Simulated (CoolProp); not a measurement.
R152A at 238.62 K and 0.00984 MPa flows at 0.26 m/s in a round tube of 4.6 mm bore and 45 µm roughness, fully developed (64/Re and Nu = 3.66 if laminar; Colebrook and Gnielinski if turbulent). Each further row changes one setting.

Model: reference Helmholtz-energy equation of state, Outcalt 1996, in CoolProp. It is a modified Benedict-Webb-Rubin equation, recast in Helmholtz form.

| case | Reynolds number | Darcy friction factor | pressure drop (Pa/m) | heat-transfer coefficient (W/(m² K)) | mass flow (kg/h) |
|---|---|---|---|---|---|
| as stated | ___ | ___ | 3.48 | 6.60 | 0.00512 |
| velocity 0.52 m/s | 89.0 | 0.719 | 6.96 | 6.60 | ___ |
| diameter 9.2 mm | 89.0 | 0.719 | ___ | ___ | ___ |

Question: Fill in the missing entries.

Answer: 
- as stated, Reynolds number: 44.5
- as stated, Darcy friction factor: 1.44
- velocity 0.52 m/s, mass flow (kg/h): 0.0102
- diameter 9.2 mm, pressure drop (Pa/m): 0.870
- diameter 9.2 mm, heat-transfer coefficient (W/(m² K)): 3.30
- diameter 9.2 mm, mass flow (kg/h): 0.0205

Viscosity comes from a separate model (Bell 2016), an estimate that may be off by 10 % or more. Thermal conductivity comes from a separate model (Krauss 1996).
